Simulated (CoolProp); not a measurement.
The numbers come from the reference Helmholtz-energy equation of state, Lemmon 2006 in CoolProp. It is a short technical equation, of lower accuracy than the large ones.

Question: For R142b, give the phase and the cp (kJ/(kg K)), Joule-Thomson coefficient (K/MPa) at 271.7 K and 101 kPa; 375.5 K and 101 kPa; 437.8 K and 101 kPa.

Answer: 
- 271.7 K and 101 kPa: gas; cp 0.823, Joule-Thomson coefficient 39.8
- 375.5 K and 101 kPa: gas; cp 0.963, Joule-Thomson coefficient 12.4
- 437.8 K and 101 kPa: gas; cp 1.05, Joule-Thomson coefficient 8.02
